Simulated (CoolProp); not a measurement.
1-butene along the isobar 1.96 MPa: Z from the reference equation and from simpler models built on Tc = 419.3 K, pc = 4.006 MPa, ω = 0.192; each cubic takes its own stable root.

The numbers come from the reference Helmholtz-energy equation of state, Lemmon 2005 in CoolProp. It is a short technical equation, of lower accuracy than the large ones.

| T (K) | phase | reference |
|---|---|---|
| 407.3 | gas | 0.7770 |
| 415.1 | gas | 0.7945 |
| 423 | gas | 0.8101 |
| 430.8 | gas | 0.8237 |
| 438.7 | gas | 0.8361 |
| 446.5 | gas | 0.8471 |
| 454.4 | gas | 0.8571 |
| 462.2 | gas | 0.8662 |
| 470.1 | gas | 0.8746 |
| 477.9 | gas | 0.8822 |
| 485.8 | gas | 0.8893 |
| 493.6 | gas | 0.8957 |
| 501.5 | gas | 0.9018 |
| 509.3 | gas | 0.9073 |
| 517.2 | gas | 0.9125 |
| 525 | gas | 0.9173 |

Q: How far does each simpler model (Pitzer virial, van der Waals, Redlich-Kwong, Soave-Redlich-Kwong, Peng-Robinson) lie from the reference over these 16 states: mean and median of the absolute difference, and the worst?

A: 
- Pitzer virial: mean 1.8 %, median 1.4 %, worst +4.7 % at 407.3 K and 1.96 MPa
- van der Waals: mean 1.4 %, median 0.7 %, worst +4.9 % at 407.3 K and 1.96 MPa
- Redlich-Kwong: mean 0.5 %, median 0.4 %, worst +1.5 % at 407.3 K and 1.96 MPa
- Soave-Redlich-Kwong: mean 0.7 %, median 0.6 %, worst +1.1 % at 407.3 K and 1.96 MPa
- Peng-Robinson: mean 1.2 %, median 1.2 %, worst -1.3 % at 430.8 K and 1.96 MPa
